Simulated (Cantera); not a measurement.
What does this Cantera script print?

```python
import numpy as np
import cantera as ct

gas = ct.Solution("h2o2.yaml")
gas.TPX = 473, 810000, {'H2': 1, 'O2': 0.263, 'N2': 0.989}
flame = ct.FreeFlame(gas, width=0.0092)
flame.set_refine_criteria(ratio=3, slope=0.08, curve=0.16)
flame.transport_model = "mixture-averaged"
flame.solve(loglevel=0, auto=True)
z, T = flame.grid, flame.T
thick = (T[-1] - T[0]) / np.gradient(T, z).max()
show = ['H2', 'O2', 'O', 'H2O', 'H', 'HO2']
print(f"laminar burning velocity  {flame.velocity[0] * 100:.3f} cm/s")
print(f"burnt temperature         {T[-1]:.1f} K")
print(f"thermal thickness         {thick * 1e3:.4f} mm")
print(f"grid points               {len(z)}")
z0 = z[flame.heat_release_rate.argmax()]
print(f"{'z/mm':>9s}{'T/K':>9s}{'u/(m/s)':>9s}" + "".join(f"{s:>11s}" for s in show))
rows = []
for k in (-3, -2, -1.5, -1, -0.5, -0.25, 0, 0.25, 0.5, 1, 2, 4, 8):
    zz = z0 + k * thick
    rows.append([k * thick, np.interp(zz, z, T), np.interp(zz, z, flame.velocity),
                 *(np.interp(zz, z, flame.X[gas.species_index(s)]) for s in show)])
    print(f"{rows[-1][0] * 1e3:9.3f}{rows[-1][1]:9.1f}{rows[-1][2]:9.3f}" + "".join(f"{x:11.3e}" for x in rows[-1][3:]))
```

Output:

```
laminar burning velocity  565.217 cm/s
burnt temperature         2251.6 K
thermal thickness         0.0285 mm
grid points               112
     z/mm      T/K  u/(m/s)         H2         O2          O        H2O          H        HO2
   -0.086    473.0    5.652  4.440e-01  1.168e-01  4.262e-11  1.247e-08  1.027e-13  1.013e-09
   -0.057    473.1    5.652  4.440e-01  1.168e-01  6.284e-10  1.692e-07  1.528e-12  1.541e-08
   -0.043    473.3    5.653  4.438e-01  1.168e-01  4.347e-09  1.187e-06  1.099e-11  1.222e-07
   -0.029    476.1    5.674  4.424e-01  1.171e-01  8.535e-08  2.800e-05  4.349e-10  3.730e-06
   -0.014    561.4    6.528  4.251e-01  1.188e-01  9.766e-06  3.521e-03  3.581e-05  6.427e-04
   -0.007    890.0    9.986  3.845e-01  1.094e-01  2.108e-04  3.408e-02  2.634e-03  1.114e-03
    0.000   1315.4   14.395  3.234e-01  8.035e-02  1.174e-03  1.005e-01  1.477e-02  5.125e-04
    0.007   1618.7   17.555  2.664e-01  4.299e-02  1.897e-03  1.730e-01  3.023e-02  2.389e-04
    0.014   1786.7   19.304  2.334e-01  1.871e-02  1.522e-03  2.189e-01  3.858e-02  9.909e-05
    0.029   1932.7   20.774  2.160e-01  3.300e-03  7.325e-04  2.492e-01  3.847e-02  1.655e-05
    0.057   2040.0   21.791  2.182e-01  3.380e-04  3.590e-04  2.572e-01  2.894e-02  1.922e-06
    0.114   2122.9   22.547  2.238e-01  9.054e-05  1.610e-04  2.603e-01  1.878e-02  6.363e-07
    0.228   2181.4   23.067  2.281e-01  3.304e-05  5.927e-05  2.627e-01  1.112e-02  2.350e-07
```

Computed with Cantera and the H2/O2 subset of GRI-Mech 3.0, which has no nitrogen chemistry. The hydrogen kinetics of GRI-Mech 3.0 are dated; newer H2 mechanisms differ, most at raised pressure. Burning velocities carry a grid error of a few per cent, more on coarse grids.
